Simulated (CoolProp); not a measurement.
Properties of dimethyl carbonate along the isotherm 326.85 °C.

The numbers come from the reference Helmholtz-energy equation of state, Zhou 2011 in CoolProp.

```json
[
 {"p (kPa)": "1360", "phase": "gas", "Z": "0.9222", "cv (kJ/(kg K))": "1.780", "expansivity (1/kK)": "2.180"},
 {"p (kPa)": "2730", "phase": "gas", "Z": "0.8357", "cv (kJ/(kg K))": "1.797", "expansivity (1/kK)": "3.025"},
 {"p (kPa)": "4090", "phase": "gas", "Z": "[?]", "cv (kJ/(kg K))": "[?]", "expansivity (1/kK)": "4.589"},
 {"p (kPa)": "5450", "phase": "supercritical", "Z": "0.6227", "cv (kJ/(kg K))": "1.855", "expansivity (1/kK)": "[?]"},
 {"p (kPa)": "6820", "phase": "supercritical", "Z": "0.4951", "cv (kJ/(kg K))": "1.896", "expansivity (1/kK)": "[?]"},
 {"p (kPa)": "8180", "phase": "supercritical", "Z": "0.4011", "cv (kJ/(kg K))": "[?]", "expansivity (1/kK)": "16.99"},
 {"p (kPa)": "9540", "phase": "supercritical", "Z": "[?]", "cv (kJ/(kg K))": "1.897", "expansivity (1/kK)": "11.40"},
 {"p (kPa)": "10900", "phase": "supercritical", "Z": "0.3897", "cv (kJ/(kg K))": "1.885", "expansivity (1/kK)": "[?]"},
 {"p (kPa)": "12300", "phase": "supercritical", "Z": "0.4105", "cv (kJ/(kg K))": "1.877", "expansivity (1/kK)": "6.478"}
]
```

**Question.** Fill in the missing entries.

**Answer.** 
- 4090, Z: 0.7376
- 4090, cv (kJ/(kg K)): 1.821
- 5450, expansivity (1/kK): 7.926
- 6820, expansivity (1/kK): 14.59
- 8180, cv (kJ/(kg K)): 1.910
- 9540, Z: 0.3796
- 10900, expansivity (1/kK): 8.248
